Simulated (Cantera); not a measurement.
Hydrocarbon pyrolysis for carbon deposition

A perfectly stirred reactor is fed with C₂H₆ : N₂ = 1 : 25 (molar parts), at 3.00 Torr; it is held at 1298 K, and followed from long to short residence time.

Model: GRI-Mech 3.0 (53 species, 325 reactions), integrated in Cantera. GRI-Mech 3.0 stops at C3 and has no aromatics, soot or wall deposition, so with more carbon than oxygen in the feed, carbon stays in small species such as C2H2 where larger ones or solid carbon would form. Radical loss at walls, strong at low pressure, is not modelled.

```json
[
 {"τ (s)": "29", "x C₂H₆": "0.000197", "x CH₄": "0.00896", "x CH₂": "3.16e-8", "x CH₃": "0.000102", "x H": "3.23e-5", "x H₂": "0.0569"},
 {"τ (s)": "6.9", "x C₂H₆": "0.000691", "x CH₄": "0.0114", "x CH₂": "6.98e-8", "x CH₃": "0.000183", "x H": "3.80e-5", "x H₂": "0.0500"},
 {"τ (s)": "1.6", "x C₂H₆": "0.00250", "x CH₄": "0.0126", "x CH₂": "1.56e-7", "x CH₃": "0.000337", "x H": "4.26e-5", "x H₂": "0.0396"},
 {"τ (s)": "0.39", "x C₂H₆": "0.00845", "x CH₄": "0.0101", "x CH₂": "3.11e-7", "x CH₃": "0.000620", "x H": "4.18e-5", "x H₂": "0.0264"},
 {"τ (s)": "0.092", "x C₂H₆": "0.0226", "x CH₄": "0.00396", "x CH₂": "4.10e-7", "x CH₃": "0.000904", "x H": "3.22e-5", "x H₂": "0.0121"},
 {"τ (s)": "0.022", "x C₂H₆": "0.0348", "x CH₄": "0.000590", "x CH₂": "2.27e-7", "x CH₃": "0.000636", "x H": "1.82e-5", "x H₂": "0.00262"},
 {"τ (s)": "0.0052", "x C₂H₆": "0.0381", "x CH₄": "4.16e-5", "x CH₂": "2.96e-8", "x CH₃": "0.000200", "x H": "5.20e-6", "x H₂": "0.000195"},
 {"τ (s)": "0.0012", "x C₂H₆": "0.0384", "x CH₄": "2.50e-6", "x CH₂": "9.73e-10", "x CH₃": "5.24e-5", "x H": "3.92e-7", "x H₂": "3.42e-6"},
 {"τ (s)": "0.00029", "x C₂H₆": "0.0385", "x CH₄": "1.52e-7", "x CH₂": "2.01e-11", "x CH₃": "1.31e-5", "x H": "1.92e-8", "x H₂": "4.06e-8"}
]
```
x: mole fraction; the columns are a selection and need not sum to one.
